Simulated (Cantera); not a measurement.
Equilibrium for oxide etching and cleaning by halides: B₂O₃ + F₂ + O₂

Charge: 1 mol B₂O₃, a varied amount of F₂, 1.5 mol O₂, equilibrated at 0.880 bar.

These are equilibrium values from Cantera (NASA tables, ideal gas, pure condensed phases), not measurements of a reactor. Candidate condensed phases: B, B₂O₃; 21 gas species. The tables' values for BF₂ are old estimates. The numbers say what is thermodynamically allowed, not how fast it happens.

Stable condensed phases:

```
T in K \ n(F₂) in mol
         1.6 1.8 2.1 2.4 2.8 3.2 3.7 4.2 4.8 5.6 6.4 7.4 8.5
   1875    A   A   A   A   A   A   A   A   A   A   A   A   A
   1825    A   A   A   A   A   A   A   A   A   A   A   A   A
   1775    A   A   A   A   A   A   A   A   A   A   A   A   A
   1725    A   A   A   A   A   A   A   A   A   A   A   A   A
   1675    B   A   A   A   A   A   A   A   A   A   A   A   A
   1625    B   B   A   A   A   A   A   A   A   A   A   A   A
   1575    B   B   A   A   A   A   A   A   A   A   A   A   A
   1525    B   B   B   A   A   A   A   A   A   A   A   A   A
   1475    B   B   B   A   A   A   A   A   A   A   A   A   A
   1425    B   B   B   A   A   A   A   A   A   A   A   A   A
```

A: gas only; B: B₂O₃.
